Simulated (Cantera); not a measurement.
N2O furnace oxynitridation

An isothermal, constant-pressure homogeneous reactor starts with 100 % N2O, at 1100 K and 36.0 Torr.

Model: GRI-Mech 3.0 (53 species, 325 reactions), integrated in Cantera. GRI-Mech 3.0 was tuned for natural gas; its chemistry of N2O as a main component is partial and can be far from experiment. Radical loss at walls, strong at low pressure, is not modelled. The mechanism lacks the step 2 NO + O2 → 2 NO2, which can matter for NO2 below about 1400 K. The temperature is held fixed by assumption; the heat of reaction is taken as removed at once.

| t (s) | x N2O | x N2 | x NO | x NO2 | x O |
|---|---|---|---|---|---|
| 0.000500 | 1.000 | 1.51e-6 | 8.44e-8 | <1e-12 | 3.11e-7 |
| 0.00135 | 1.000 | 4.53e-6 | 2.97e-7 | <1e-12 | 3.31e-7 |
| 0.00362 | 1.000 | 1.27e-5 | 8.75e-7 | <1e-12 | 3.32e-7 |
| 0.00976 | 1.000 | 3.48e-5 | 2.43e-6 | 5.79e-12 | 3.32e-7 |
| 0.0263 | 1.000 | 9.41e-5 | 6.62e-6 | 4.28e-11 | 3.32e-7 |
| 0.0707 | 1.000 | 0.000254 | 1.79e-5 | 3.09e-10 | 3.32e-7 |
| 0.190 | 0.999 | 0.000683 | 4.82e-5 | 2.18e-9 | 3.32e-7 |
| 0.512 | 0.997 | 0.00184 | 0.000130 | 1.46e-8 | 3.32e-7 |
| 1.38 | 0.992 | 0.00493 | 0.000348 | 8.71e-8 | 3.32e-7 |
| 3.71 | 0.980 | 0.0132 | 0.000929 | 4.09e-7 | 3.31e-7 |
| 10.0 | 0.946 | 0.0346 | 0.00244 | 1.41e-6 | 3.31e-7 |
x: mole fraction; the columns are a selection and need not sum to one.

Equilibrium at this temperature and pressure: N2O 1.50e-9, N2 0.667, NO 9.90e-5, NO2 7.79e-7, O 6.62e-9 (gas phase only).
